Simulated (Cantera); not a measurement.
# Equilibrium for silicon carbide growth: SiH₂Cl₂ + HCl + H₂ + C₂H₂

Charge: 1 mol SiH₂Cl₂, 0.054 mol HCl, 1500 mol H₂, 0.59 mol C₂H₂, at 10.0 Torr.

Equilibrium computed with Cantera from the NASA thermochemical tables; the gas is ideal and each condensed phase is pure. Candidate condensed phases: C, C₆H₆, C₇H₈, C₈H₁₈, Si, SiC; 109 gas species. Equilibrium is a limit: real reactors are often held back by kinetics, nucleation or transport.

From 702 °C to 1002 °C the condensed part is SiC(s). From 1052 °C to 1252 °C the condensed part is C(graphite) + SiC(s). The main Si-bearing gas is SiCl₂ throughout.

```
T (°C)   x H₂    x HCl       x H     x CH₄  x C₂H₂ (acetylene)      x Cl     x CH₃  n SiC(s)  n C(graphite)
------  -----  -------  --------  --------  ------------------  --------  --------  --------  -------------
702     0.999  0.00137   9.90e-9  0.000120            2.93e-12  1.28e-11  2.02e-11     1.000              0
752     0.999  0.00137   3.77e-8  0.000120            3.32e-11  4.76e-11  7.94e-11     1.000              0
802     0.999  0.00137   1.27e-7  0.000120            3.00e-10  1.57e-10  2.75e-10     1.000              0
852     0.999  0.00137   3.85e-7  0.000120             2.24e-9  4.68e-10  8.54e-10     1.000              0
902     0.999  0.00137   1.06e-6  0.000120             1.41e-8   1.27e-9   2.40e-9     1.000              0
952     0.999  0.00137   2.70e-6  0.000120             7.62e-8   3.18e-9   6.22e-9     1.000              0
1002    0.999  0.00137   6.38e-6  0.000119             3.58e-7   7.42e-9   1.48e-8     1.000              0
1052    0.999  0.00137   1.42e-5   8.92e-5             8.50e-7   1.62e-8   2.50e-8     1.000         0.0433
1102    0.999  0.00137   2.97e-5   6.62e-5             1.78e-6   3.36e-8   3.92e-8     1.000         0.0752
1152    0.999  0.00137   5.90e-5   5.01e-5             3.52e-6   6.62e-8   5.95e-8     1.000         0.0940
1202    0.998  0.00137  0.000112   3.86e-5             6.66e-6   1.24e-7   8.78e-8     1.000          0.102
1252    0.998  0.00137  0.000205   3.03e-5             1.21e-5   2.25e-7   1.26e-7     1.000         0.0980
```
x: gas mole fraction; n: condensed amount in mol.
